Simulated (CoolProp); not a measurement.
Vapour-liquid equilibrium of n-hexane (1) + m-xylene (2) at 131.85 °C; x and y are mole fractions of (1).

The numbers come from the multi-fluid Helmholtz-energy mixture model, Thol 2019 and Zhou 2012; pair parameters Bell 2016 in CoolProp.

| x | bubble pressure (bar) | y at the bubble point | dew pressure at overall composition x (bar) | liquid density (mol/L) |
|---|---|---|---|---|
| 0.05 | 1.054 | 0.243 | 0.8692 | 7.151 |
| 0.2 | 1.802 | 0.617 | 1.006 | 7.048 |
| 0.35 | 2.567 | 0.773 | 1.196 | 6.931 |
| 0.5 | 3.259 | 0.854 | 1.474 | 6.801 |
| 0.65 | 3.862 | 0.904 | 1.924 | 6.660 |
| 0.8 | 4.416 | 0.944 | 2.765 | 6.512 |
| 0.95 | 4.990 | 0.985 | 4.500 | 6.363 |

No azeotrope shows between x = 0.05 and 0.95.

Pair parameters are fitted to limited data, so mixtures are less certain than the pure fluids.
